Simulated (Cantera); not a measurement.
A perfectly stirred reactor is fed with 14.3 % C₂H₄, 85.7 % H₂, at 180 Pa; it is held at 1623 K, and followed from long to short residence time.

Detailed kinetics in Cantera: GRI-Mech 3.0 (53 species, 325 reactions). GRI-Mech 3.0 was tuned for natural gas; its chemistry of ethylene as a main component is partial and can be far from experiment. GRI-Mech 3.0 stops at C3 and has no aromatics, soot or wall deposition, so with more carbon than oxygen in the feed, carbon stays in small species such as C2H2 where larger ones or solid carbon would form. Radical loss at walls, strong at low pressure, is not modelled.

Task: Predict: x(C₂H₄) at τ = 8.50 s; x(H₂) at τ = 8.50 s; x(C₂H₆) at τ = 8.50 s; x(C₂H₂) at τ = 8.50 s; x(CH₃) at τ = 8.50 s; x(C₂H₄) at τ = 87.0 ms; x(H₂) at τ = 87.0 ms; x(C₂H₆) at τ = 87.0 ms; x(C₂H₂) at τ = 87.0 ms; x(CH₃) at τ = 87.0 ms.

Result: 
```json
{
 "x(C₂H₄) at τ = 8.50 s": "0.00319",
 "x(H₂) at τ = 8.50 s": "0.874",
 "x(C₂H₆) at τ = 8.50 s": "3.48e-9",
 "x(C₂H₂) at τ = 8.50 s": "0.122",
 "x(CH₃) at τ = 8.50 s": "5.51e-8",
 "x(C₂H₄) at τ = 87.0 ms": "0.120",
 "x(H₂) at τ = 87.0 ms": "0.860",
 "x(C₂H₆) at τ = 87.0 ms": "2.50e-8",
 "x(C₂H₂) at τ = 87.0 ms": "0.0196",
 "x(CH₃) at τ = 87.0 ms": "3.77e-9"
}
```
